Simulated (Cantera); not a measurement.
Mixture: CH₄ : C₂H₆ : C₃H₈ : O₂ : N₂ = 1 : 0.037 : 0.18 : 6.45 : 32.2 (molar parts), equivalence ratio 0.47, at 100000 Pa, adiabatic and at constant volume. Ignition delay is the time to a rise of 400 K.

Computed with Cantera and GRI-Mech 3.0 (53 species, 325 reactions). GRI-Mech 3.0 was tuned for natural gas; its chemistry of propane as a main component is partial and can be far from experiment.

Q: Predict: delay at 1050 K; delay at 1125 K; delay at 1200 K; delay at 1275 K; delay at 1350 K; delay at 1425 K; apparent activation energy between 1275 and 1425 K.

A: 
| Property | Result |
|---|---|
| delay at 1050 K | 0.145 s |
| delay at 1125 K | 33.4 ms |
| delay at 1200 K | 8.09 ms |
| delay at 1275 K | 2.24 ms |
| delay at 1350 K | 0.737 ms |
| delay at 1425 K | 0.292 ms |
| apparent activation energy between 1275 and 1425 K | 210 kJ/mol |
